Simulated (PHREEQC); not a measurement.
A solution holds 4.3 mmol/kgw CuCl2, at 5 °C. Closed to the air; pH follows from the charge balance.

Computed with PHREEQC (ion-association model, wateq4f.dat).

Problem. The ionic strength comes out as 0.0129 mol/kgw. What activity coefficients do CuCl+, CuOH+, Cu2(OH)2+2, H+, Cl- get?

Solution. CuCl+ 0.89, CuOH+ 0.89, Cu2(OH)2+2 0.64, H+ 0.91, Cl- 0.89.

No solid was allowed to form. At this temperature some constants are extrapolated from 25 °C, and those without enthalpy data are left unchanged.
